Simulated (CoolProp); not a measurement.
n-undecane along the isotherm 620 K: Z from the reference equation and from simpler models built on Tc = 638.8 K, pc = 19.90 bar, ω = 0.539; each cubic takes its own stable root.

Computed with CoolProp (reference Helmholtz-energy equation of state, Aleksandrov 2011). It is a short technical equation, of lower accuracy than the large ones.

| p (bar) | phase | reference |
|---|---|---|
| 0.629 | gas | 0.9862 |
| 0.95 | gas | 0.9790 |
| 1.43 | gas | 0.9682 |
| 2.16 | gas | 0.9515 |
| 3.26 | gas | 0.9256 |
| 4.92 | gas | 0.8848 |
| 7.42 | gas | 0.8180 |
| 11.2 | gas | 0.6981 |
| 16.9 | liquid | 0.1291 |
| 25.5 | liquid | 0.1827 |
| 38.4 | liquid | 0.2616 |
| 58 | liquid | 0.3770 |
| 87.5 | liquid | 0.5434 |
| 132 | liquid | 0.7833 |
| 199 | liquid | 1.127 |

Problem. How far does each simpler model (Soave-Redlich-Kwong, Peng-Robinson) lie from the reference over these 15 states: mean and median of the absolute difference, and the worst?

Solution. 
- Soave-Redlich-Kwong: mean 10.3 %, median 5.4 %, worst +33.6 % at 620 K and 16.9 bar
- Peng-Robinson: mean 3.9 %, median 1.0 %, worst +19.2 % at 620 K and 16.9 bar
